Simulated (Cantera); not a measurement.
Input: 1 mol NiS, 230 mol H2, 12 mol N2, equilibrated at 700 K and 0.000510 bar.

These are equilibrium values from Cantera (NASA tables, ideal gas, pure condensed phases), not measurements of a reactor. Candidate condensed phases: Ni, NiS, NiS2, Ni3S2, Ni3S4, S; 17 gas species. Equilibrium is a limit: real reactors are often held back by kinetics, nucleation or transport.

### Question
What is the equilibrium state?

### Answer
* **x(H2)**: 0.949
* **x(N2)**: 0.0496
* **x(H2S)**: 0.00138
* **n(Ni3S2(s))**: 0.333 mol
* **gas amount**: 242.0 mol
* **log10 activity of Ni(s) (absent)**: -0.76
* **log10 activity of NiS(s) (absent)**: -1.03
* **log10 activity of NiS2(s) (absent)**: -4.89
